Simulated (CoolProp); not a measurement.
Properties of carbon monoxide along the isobar 0.395 MPa.

Model: reference Helmholtz-energy equation of state, Lemmon 2006, in CoolProp. It is a short technical equation, of lower accuracy than the large ones.

```json
[
 {"T (°C)": "-163.25", "phase": "gas", "Z": "0.9309", "cv (kJ/(kg K))": "0.7762", "speed of sound (m/s)": "205.4", "Joule-Thomson coefficient (K/MPa)": "15.26"},
 {"T (°C)": "-156.05", "phase": "gas", "Z": "0.9432", "cv (kJ/(kg K))": "0.7666", "speed of sound (m/s)": "213.8", "Joule-Thomson coefficient (K/MPa)": "13.47"},
 {"T (°C)": "-148.75", "phase": "gas", "Z": "0.9528", "cv (kJ/(kg K))": "0.7605", "speed of sound (m/s)": "221.7", "Joule-Thomson coefficient (K/MPa)": "12.03"},
 {"T (°C)": "-141.45", "phase": "gas", "Z": "0.9603", "cv (kJ/(kg K))": "0.7564", "speed of sound (m/s)": "[?]", "Joule-Thomson coefficient (K/MPa)": "10.85"},
 {"T (°C)": "-134.25", "phase": "gas", "Z": "0.9663", "cv (kJ/(kg K))": "0.7535", "speed of sound (m/s)": "236.2", "Joule-Thomson coefficient (K/MPa)": "9.871"},
 {"T (°C)": "-126.95", "phase": "gas", "Z": "0.9712", "cv (kJ/(kg K))": "0.7513", "speed of sound (m/s)": "243.1", "Joule-Thomson coefficient (K/MPa)": "9.025"},
 {"T (°C)": "-119.75", "phase": "gas", "Z": "0.9752", "cv (kJ/(kg K))": "0.7497", "speed of sound (m/s)": "249.6", "Joule-Thomson coefficient (K/MPa)": "8.305"},
 {"T (°C)": "-112.45", "phase": "gas", "Z": "0.9786", "cv (kJ/(kg K))": "0.7484", "speed of sound (m/s)": "256.0", "Joule-Thomson coefficient (K/MPa)": "7.668"},
 {"T (°C)": "-105.15", "phase": "gas", "Z": "0.9814", "cv (kJ/(kg K))": "0.7475", "speed of sound (m/s)": "262.1", "Joule-Thomson coefficient (K/MPa)": "[?]"},
 {"T (°C)": "-97.95", "phase": "gas", "Z": "0.9838", "cv (kJ/(kg K))": "0.7467", "speed of sound (m/s)": "268.1", "Joule-Thomson coefficient (K/MPa)": "6.616"},
 {"T (°C)": "-90.65", "phase": "gas", "Z": "0.9859", "cv (kJ/(kg K))": "0.7461", "speed of sound (m/s)": "273.9", "Joule-Thomson coefficient (K/MPa)": "6.171"},
 {"T (°C)": "-83.35", "phase": "gas", "Z": "0.9876", "cv (kJ/(kg K))": "0.7457", "speed of sound (m/s)": "279.6", "Joule-Thomson coefficient (K/MPa)": "[?]"},
 {"T (°C)": "-76.15", "phase": "gas", "Z": "0.9892", "cv (kJ/(kg K))": "0.7453", "speed of sound (m/s)": "[?]", "Joule-Thomson coefficient (K/MPa)": "5.414"}
]
```

**Question.** Fill in the missing entries.

**Answer.** 
- -141.45, speed of sound (m/s): 229.2
- -105.15, Joule-Thomson coefficient (K/MPa): 7.107
- -83.35, Joule-Thomson coefficient (K/MPa): 5.771
- -76.15, speed of sound (m/s): 285.1
